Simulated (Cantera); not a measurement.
A Cantera script and what it prints.

```python
import numpy as np
import cantera as ct

gas_names = [...]  # 136 gases of nasa_gas.yaml made of C, H, N, O
cond_names = """
    C(gr) C6H6(L) C7H8(L) C8H18(L),n-octa H2O(s) H2O(L)
""".split()


# ... load() reads the species with a 1 bar reference pressure and builds the phases ...
atoms = {
    'C6H6': {'C': 6, 'H': 6},
    'O2': {'O': 2},
    'N2': {'N': 2},
}
top_T = {'C(gr)': 4500}  # K; cautious upper limits of use, not melting points


# ... equilibrate(T, P, feed) seeds the gas with the atoms and calls Mixture.equilibrate('TP', solver="vcs", rtol=1e-11, max_steps=5000) ...
results = []
T = 2848  # K
P = 53  # Pa
for m in [1.3, 1.5, 1.8, 2.1, 2.5, 2.9, 3.4, 4, 4.6, 5.4, 6.3, 7.4, 8.7]:
    feed = {'C6H6': 1, 'O2': 0.01, 'N2': m}  # mol
    mix = equilibrate(T, P, feed)
    results.append((T, P, feed, dict(zip(mix.species_names, mix.species_moles))))

top = {s: max(r[3][s] / sum(r[3][g] for g in gas_names) for r in results) for s in gas_names}
cols = sorted((s for s in top if top[s] > 0.0001), key=lambda s: -top[s])[:9]
seen = [c for c in cond_names if any(r[3].get(c, 0) > 1e-12 for r in results)]
print("log10 of partial pressures in bar; condensed amounts in mol")
print(f"{'n(N2)':>10s}" + "".join(f"{s[:9]:>10s}" for s in cols + seen))
for T, P, feed, n in results:
    ng = sum(n[g] for g in gas_names)
    print(f"{feed['N2']:10.4g}" + "".join(f"{np.log10(max(n[s] / ng * P / 1e5, 1e-99)):10.3f}" for s in cols)
          + "".join(f"{n.get(c, 0):10.4g}" for c in seen))
```

It prints:

```
log10 of partial pressures in bar; condensed amounts in mol
     n(N2)         H        N2        C3        CN        H2         C        C2       HCN       C2H     C(gr)
       1.3    -3.458    -4.128    -4.249    -4.951    -4.886    -4.957    -5.255    -5.326    -5.731     2.583
       1.5    -3.470    -4.075    -4.249    -4.924    -4.911    -4.957    -5.255    -5.312    -5.743     2.471
       1.8    -3.488    -4.011    -4.249    -4.892    -4.946    -4.957    -5.255    -5.297    -5.761     2.305
       2.1    -3.505    -3.959    -4.249    -4.866    -4.979    -4.957    -5.255    -5.288    -5.778     2.141
       2.5    -3.526    -3.903    -4.249    -4.838    -5.022    -4.957    -5.255    -5.281    -5.799     1.925
       2.9    -3.546    -3.857    -4.249    -4.815    -5.063    -4.957    -5.255    -5.279    -5.820     1.711
       3.4    -3.571    -3.811    -4.249    -4.792    -5.111    -4.957    -5.255    -5.280    -5.844     1.446
         4    -3.598    -3.767    -4.249    -4.770    -5.165    -4.957    -5.255    -5.285    -5.871     1.131
       4.6    -3.623    -3.731    -4.249    -4.752    -5.216    -4.957    -5.255    -5.293    -5.896    0.8174
       5.4    -3.655    -3.693    -4.249    -4.733    -5.280    -4.957    -5.255    -5.305    -5.928    0.4019
       6.3    -3.687    -3.658    -4.253    -4.717    -5.345    -4.959    -5.258    -5.322    -5.964         0
       7.4    -3.719    -3.618    -4.292    -4.710    -5.408    -4.971    -5.284    -5.347    -6.021         0
       8.7    -3.753    -3.582    -4.334    -4.706    -5.477    -4.986    -5.312    -5.377    -6.084         0
```

Method: chemical equilibrium by Gibbs-energy minimisation in Cantera with the NASA 1993 tables (ideal gas, pure condensed phases).
